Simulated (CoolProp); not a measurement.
A single-stage vapour-compression cycle with the fluid: evaporating at 272.15 K (dew point), condensing at 322.15 K (bubble point), superheat 5 K, subcooling 5 K, compressor efficiency 0.6, no pressure losses. The same conditions are run with several fluids, on thermodynamics alone (safety and materials aside).

Model: reference Helmholtz-energy equation of state of each fluid (dimethyl ether: Wu 2011; fluoroethane (R161): Wu 2012; propylene: Lemmon 2013; C3F8 (R218): Lemmon 2006; R143a: Lemmon and Jacobsen 2000; n-perfluorobutane: Gao 2022), in CoolProp.

```
fluid                cooling COP  pressure ratio  discharge temperature (K)  refrigerating effect (kJ/kg)  volumetric capacity (kJ/m³)
-------------------  -----------  --------------  -------------------------  ----------------------------  ---------------------------
dimethyl ether              2.74            4.34                      366.5                           335                         1840
fluoroethane (R161)         2.63            4.00                      370.9                           284                         2750
propylene                    ___            3.55                      357.5                           269                         3130
C3F8 (R218)                 1.90            3.94                      322.9                          42.5                         1590
R143a                        ___            3.76                        ___                           121                         3090
n-perfluorobutane            ___            5.12                      322.1                          50.1                          573
```

Question: Some entries are withheld; supply them.

Answer: 
- propylene, cooling COP: 2.53
- R143a, cooling COP: 2.33
- R143a, discharge temperature (K): 349.0
- n-perfluorobutane, cooling COP: 2.14

The compression ends wet for: n-perfluorobutane.
